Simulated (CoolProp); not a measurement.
Propylene along the isobar 40.5 bar: density (kg/m³) from the reference equation and from simpler models built on Tc = 91.1 °C, pc = 45.55 bar, ω = 0.146; each cubic takes its own stable root.

Model: reference Helmholtz-energy equation of state, Lemmon 2013, in CoolProp.

| T (°C) | phase | reference |
|---|---|---|
| 15.45 | liquid | 530.6 |
| 35.95 | liquid | 496.7 |
| 56.45 | liquid | 455.1 |
| 76.95 | liquid | 392.2 |
| 97.45 | gas | 91.08 |
| 117.95 | gas | 74.14 |
| 138.55 | gas | 64.84 |
| 159.05 | gas | 58.50 |
| 179.55 | gas | 53.71 |
| 200.05 | gas | 49.88 |

Question: How far does each simpler model (Redlich-Kwong, Soave-Redlich-Kwong) lie from the reference over these 10 states: mean and median of the absolute difference, and the worst?

Answer: 
- Redlich-Kwong: mean 5.8 %, median 1.1 %, worst -18.7 % at 76.95 °C and 40.5 bar
- Soave-Redlich-Kwong: mean 5.1 %, median 1.2 %, worst -16.6 % at 76.95 °C and 40.5 bar
